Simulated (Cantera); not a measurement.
Input (Python, Cantera):

```python
import numpy as np
import cantera as ct

gas = ct.Solution("h2o2.yaml")
gas.TPX = 975, 60000, {'H2': 1.6, 'O2': 1, 'N2': 18}
reactor = ct.IdealGasConstPressureReactor(gas, energy="off", clone=False)
net = ct.ReactorNet([reactor])
net.rtol, net.atol = 1e-08, 1e-18
show = ['H2', 'O2', 'H', 'OH', 'HO2', 'H2O']
times = np.geomspace(7e-06, 3, 9)

steps = ct.SolutionArray(gas, extra=["t"])
rows = []
print(f"{'t/s':>10s}{'T/K':>9s}{'P/Pa':>11s}" + "".join(f"{s:>11s}" for s in show))
for t in times:
    while net.time < t:
        t_next = net.step()
        steps.append(gas.state, t=t_next)
    rows.append([np.interp(t, steps.t, y) for y in (steps.T, steps.P, *steps(*show).X.T)])
    print(f"{t:10.3e}{rows[-1][0]:9.1f}{rows[-1][1]:11.4g}" + "".join(f"{x:11.3e}" for x in rows[-1][2:]))
rate = np.gradient(steps.T, steps.t)
print("integrator steps:", len(steps.t))
if steps.T.max() > steps.T[0] + 200:
    print(f"time of steepest temperature rise: {steps.t[rate.argmax()]:.4e} s")
gas.TPX = 975, 60000, {'H2': 1.6, 'O2': 1, 'N2': 18}
gas.equilibrate("TP")
print(f"equilibrium (TP): T = {gas.T:.1f} K  " + "  ".join(f"{s} {gas[s].X[0]:.3e}" for s in show))
```

It prints:

```
       t/s      T/K       P/Pa         H2         O2          H         OH        HO2        H2O
 7.000e-06    975.0      6e+04  7.767e-02  4.854e-02  5.445e-12  1.126e-13  5.982e-12  2.190e-13
 3.541e-05    975.0      6e+04  7.767e-02  4.854e-02  2.941e-11  9.892e-13  3.587e-11  1.038e-11
 1.791e-04    975.0      6e+04  7.767e-02  4.854e-02  3.794e-10  1.453e-11  4.711e-10  6.046e-10
 9.060e-04    975.0      6e+04  7.766e-02  4.854e-02  1.708e-06  7.025e-08  1.961e-06  4.085e-06
 4.583e-03    975.0      6e+04  2.083e-03  1.112e-02  5.257e-05  3.282e-05  7.008e-06  7.859e-02
 2.318e-02    975.0      6e+04  6.715e-04  1.043e-02  1.081e-06  2.125e-06  4.728e-06  8.010e-02
 1.173e-01    975.0      6e+04  3.510e-04  1.027e-02  1.702e-07  6.083e-07  3.245e-06  8.044e-02
 5.931e-01    975.0      6e+04  9.619e-05  1.015e-02  1.896e-08  2.258e-07  1.385e-06  8.071e-02
 3.000e+00    975.0      6e+04  1.450e-05  1.011e-02  7.661e-10  5.546e-08  2.833e-07  8.079e-02
integrator steps: 1766
equilibrium (TP): T = 975.0 K  H2 4.253e-11  O2 1.010e-02  H 9.693e-15  OH 3.342e-08  HO2 5.021e-11  H2O 8.081e-02
```

Computed with Cantera and the H2/O2 subset of GRI-Mech 3.0, which has no nitrogen chemistry. The temperature is held fixed by assumption; the heat of reaction is taken as removed at once.
